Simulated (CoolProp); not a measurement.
A single-stage vapour-compression cycle with the fluid: evaporating at 232.15 K (dew point), condensing at 266.15 K (bubble point), superheat 0 K, subcooling 8 K, compressor efficiency 0.9, no pressure losses. The same conditions are run with several fluids, on thermodynamics alone (safety and materials aside).

Computed with CoolProp (reference Helmholtz-energy equation of state of each fluid (chlorine: Thol 2021; ethane: Bücker 2006; carbon dioxide: Span 1996; R124: de Vries 1995; R125: Lemmon 2005; dimethyl ether: Wu 2011)).

```tsv
fluid	cooling COP	pressure ratio	discharge temperature (K)	refrigerating effect (kJ/kg)	volumetric capacity (kJ/m³)
chlorine	5.49	3.95	337.2	266	735
ethane	[?]	2.67	286.5	337	4580
carbon dioxide	5.12	2.98	[?]	270	6800
R124	5.73	4.97	[?]	152	273
R125	5.56	3.77	272.2	130	1210
dimethyl ether	5.73	4.39	291.2	[?]	[?]
```

Task: Complete the blanks.

Result: 
- ethane, cooling COP: 5.24
- carbon dioxide, discharge temperature (K): 308.7
- R124, discharge temperature (K): 274.9
- dimethyl ether, refrigerating effect (kJ/kg): 425
- dimethyl ether, volumetric capacity (kJ/m³): 490
